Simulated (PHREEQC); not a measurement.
0.5 mol of Basaluminite (Al4(OH)10SO4) is brought to equilibrium with 1 kg of water holding 0.026 mol/kgw NaHCO3, with rising amounts of NH4HCO3, at 25 °C. Oxygen is held at 0.21 atm. CO2 from the air is kept out. Names ending in (a), (am) or -a are amorphous solids. Solids allowed: Basaluminite, Al(OH)3(a), Mirabilite, Nahcolite, Natron. Others were left out.

The numbers come from PHREEQC with the ion-association model, wateq4f.dat.

Task: Predict NH4SO4- (mol/kgw) at NH4HCO3 added (mol) = 0.0104, 0.0187, 0.0229.

Result: 
| NH4HCO3 added (mol) | NH4SO4- (mol/kgw) |
|---|---|
| 0.0104 | 2.46e-6 |
| 0.0187 | 3.76e-6 |
| 0.0229 | 4.35e-6 |

Carbamate, which ammonia and carbonate form, is missing from the database.
